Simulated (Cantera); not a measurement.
What does this Cantera script print?

```python
import numpy as np
import cantera as ct

gas_names = [...]  # 115 gases of nasa_gas.yaml made of C, Ca, H, O
cond_names = """
    C(gr) C6H6(L) C7H8(L) C8H18(L),n-octa Ca(a) Ca(b) Ca(L) CaCO3(caL) CaO(s) CaO(L) CaO2H2(s) H2O(s)
    H2O(L)
""".split()


# ... load() reads the species with a 1 bar reference pressure and builds the phases ...
atoms = {
    'CaCO3': {'Ca': 1, 'C': 1, 'O': 3},
    'CO2': {'C': 1, 'O': 2},
    'H2': {'H': 2},
    'C': {'C': 1},
}
top_T = {'C(gr)': 4500}  # K; cautious upper limits of use, not melting points


# ... equilibrate(T, P, feed) seeds the gas with the atoms and calls Mixture.equilibrate('TP', solver="vcs", rtol=1e-11, max_steps=5000) ...
results = []
feed = {'CaCO3': 1, 'CO2': 6, 'H2': 1.4, 'C': 0.023}  # mol
T = 875  # K
P = 4600  # Pa
mix = equilibrate(T, P, feed)
results.append((T, P, feed, dict(zip(mix.species_names, mix.species_moles))))
x = sorted(zip(gas.X, gas.species_names), reverse=True)
print(f"T = {T:g} K  P = {P:g} Pa  gas = {mix.phase_moles(0):.4g} mol")
print("   x: " + "  ".join(f"{s} {v:.3e}" for v, s in x if v > 1e-06))
print("   condensed (mol): " + ("  ".join(f"{mix.phase(i).name} {mix.phase_moles(i):.4g}"
      for i in range(1, mix.n_phases) if mix.phase_moles(i) > 1e-12) or "none"))
```

Output:

```
T = 875 K  P = 4600 Pa  gas = 7.423 mol
   x: CO2 6.802e-01  CO 1.312e-01  H2O 1.250e-01  H2 6.360e-02  CH4 1.017e-06
   condensed (mol): CaCO3(caL) 1
```

Cantera equilibrium calculation (NASA polynomials, part measured and part estimated; ideal gas, pure solids and liquids).
